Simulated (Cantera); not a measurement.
Cantera run, input and output.

```python
import numpy as np
import cantera as ct

gas = ct.Solution("gri30.yaml", transport_model="mixture-averaged")
show = ['CH3', 'OH', 'CH4']

rows = []
print(f"{'T/K':>7s}{'rho':>11s}{'cp':>10s}{'mu':>11s}{'lambda':>11s}{'Pr':>7s}" + "".join(f"{'D_' + s:>11s}" for s in show))
for T in [400, 600, 800, 1000, 1200, 1400, 1600, 1800, 2000]:
    gas.TPX = T, 110000, {'N2O': 0.78}
    Pr = gas.cp_mass * gas.viscosity / gas.thermal_conductivity
    D = [gas.mix_diff_coeffs_mole[gas.species_index(s)] for s in show]
    rows.append([gas.density, gas.cp_mass, gas.viscosity, gas.thermal_conductivity, Pr, *D])
    print(f"{T:7g}{gas.density:11.4e}{gas.cp_mass:10.1f}{gas.viscosity:11.4e}"
          f"{gas.thermal_conductivity:11.4e}{Pr:7.3f}" + "".join(f"{d:11.4e}" for d in D))
print("SI units: kg/m3, J/kg/K, Pa s, W/m/K, m2/s")
```

It prints:

```
    T/K        rho        cp         mu     lambda     Pr      D_CH3       D_OH      D_CH4
    400 1.4557e+00     970.3 1.9459e-05 2.5465e-02  0.741 2.6961e-05 3.7828e-05 2.6778e-05
    600 9.7048e-01    1101.3 2.7324e-05 4.0717e-02  0.739 5.5664e-05 7.6693e-05 5.5251e-05
    800 7.2786e-01    1191.6 3.4048e-05 5.4884e-02  0.739 9.1737e-05 1.2525e-04 9.1026e-05
   1000 5.8229e-01    1254.7 4.0022e-05 6.7953e-02  0.739 1.3433e-04 1.8248e-04 1.3327e-04
   1200 4.8524e-01    1294.3 4.5464e-05 8.0076e-02  0.735 1.8289e-04 2.4769e-04 1.8142e-04
   1400 4.1592e-01    1326.8 5.0510e-05 9.1407e-02  0.733 2.3701e-04 3.2036e-04 2.3508e-04
   1600 3.6393e-01    1353.3 5.5249e-05 1.0208e-01  0.732 2.9638e-04 4.0012e-04 2.9396e-04
   1800 3.2349e-01    1374.6 5.9744e-05 1.1219e-01  0.732 3.6078e-04 4.8663e-04 3.5782e-04
   2000 2.9115e-01    1391.6 6.4041e-05 1.2183e-01  0.732 4.2999e-04 5.7963e-04 4.2645e-04
SI units: kg/m3, J/kg/K, Pa s, W/m/K, m2/s
```

Model: GRI-Mech 3.0 (53 species, 325 reactions), integrated in Cantera. The composition is frozen, though it would react at the higher temperatures.
